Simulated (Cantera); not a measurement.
Charge: 1 mol SiH4, 0.17 mol C3H8, 99 mol H2, 1.2 mol C2H4, at 0.133 bar.

Equilibrium computed with Cantera from the NASA thermochemical tables; the gas is ideal and each condensed phase is pure. Candidate condensed phases: C, C6H6, C7H8, C8H18, Si, SiC; 87 gas species. The numbers say what is thermodynamically allowed, not how fast it happens. All values below are at 1752 °C.

Base state: H2 0.994, H 0.00525, C2H2 (acetylene) 0.000899, CH4 5.23e-5, Si 2.62e-5 (mole fractions); condensed: C(graphite) + SiC(s).

What changes in the equilibrium state with this change: pressure from 0.133 bar to 0.370 bar?


```csv
species,before,after
H2,0.994,0.996
H,0.00525,0.00316
C2H2 (acetylene),0.000899,0.000901
CH4,5.23e-5,0.000146
Si,2.62e-5,9.45e-6
"C(graphite), mol",1.72,1.71
"SiC(s), mol",0.996,0.998
```
